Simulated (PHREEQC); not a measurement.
A PHREEQC input (ion-association model, phreeqc.dat):

```
SOLUTION 1
  temp 20
  units mg/L
  pH 7.38
  pe 9
  Na 13.2
  K 66.1
  Ca 6.2
  Mg 0.769
  Cl 10.3 charge
  Li 0.1 charge
  S(6) 61.2 as SO4
  Alkalinity 66.3 as HCO3
  Cd 0.0492
END
USE solution 1
EQUILIBRIUM_PHASES 1
  Quartz 0 0.5
  CO2(g) -2.5 10
END
```

It stops with these messages:

```
ERROR: Charge balance specified for more than one species.
ERROR: Program terminating due to input errors.
```

The fault: two constituents marked charge. The line should read `Cl 10.3` where the input has `Cl 10.3 charge / Li 0.1 charge`. With the mend the run ends at pH 7.30 and ionic strength 0.00341 mol/kgw.
